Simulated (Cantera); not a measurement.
# Thermodynamics of chlorosilane synthesis and conversion, feed Si + Cl2 + H2

A closed system holds: 1 mol Si, 1 mol Cl2, 0.51 mol H2, equilibrated at 1048 K.

These are equilibrium values from Cantera (NASA tables, ideal gas, pure condensed phases), not measurements of a reactor. Candidate condensed phases: Si; 19 gas species. The tables' values for SiCl3 are old estimates; treat these amounts as uncertain. Equilibrium is a limit: real reactors are often held back by kinetics, nucleation or transport.

| P (Pa) | x H2 | x SiCl4 | x SiHCl3 | x HCl | x SiH2Cl2 | n Si(s) |
|---|---|---|---|---|---|---|
| 10000 | 0.458 | 0.431 | 0.0653 | 0.0309 | 0.00113 | 0.486 |
| 26000 | 0.456 | 0.426 | 0.0820 | 0.0242 | 0.00180 | 0.482 |
| 67000 | 0.452 | 0.417 | 0.102 | 0.0189 | 0.00283 | 0.476 |
| 170000 | 0.445 | 0.406 | 0.125 | 0.0148 | 0.00437 | 0.469 |
| 450000 | 0.435 | 0.390 | 0.153 | 0.0113 | 0.00682 | 0.461 |
| 1200000 | 0.422 | 0.371 | 0.185 | 0.00863 | 0.0105 | 0.452 |
| 3000000 | 0.407 | 0.350 | 0.219 | 0.00664 | 0.0156 | 0.441 |
x: gas mole fraction; n: condensed amount in mol.

From 0.100 bar to 30.0 bar the condensed part is Si(s). The main Si-bearing gas is SiCl4 throughout. The share of Si in condensed phases is highest at 0.100 bar (48.6 %) and lowest at 30.0 bar (44.1 %).
